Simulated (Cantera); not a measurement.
An adiabatic, constant-pressure homogeneous reactor starts with 2.46 % CH4, 0.270 % C2H6, 0.614 % C3H8, 20.3 % O2, 76.4 % N2, equivalence ratio 0.44, at 1300 K and 2.20 bar.

Detailed kinetics in Cantera: GRI-Mech 3.0 (53 species, 325 reactions). GRI-Mech 3.0 was tuned for natural gas; its chemistry of propane as a main component is partial and can be far from experiment.

Task: Predict: time of steepest temperature rise; temperature at 0.500 s; equilibrium temperature; x(CO2) at 0.500 s.

Result: 
| Quantity | Value |
|---|---|
| time of steepest temperature rise | 0.592 ms |
| temperature at 0.500 s | 2203 K |
| equilibrium temperature | 2203 K |
| x(CO2) at 0.500 s | 0.0473 (gas-phase equilibrium 0.0473) |
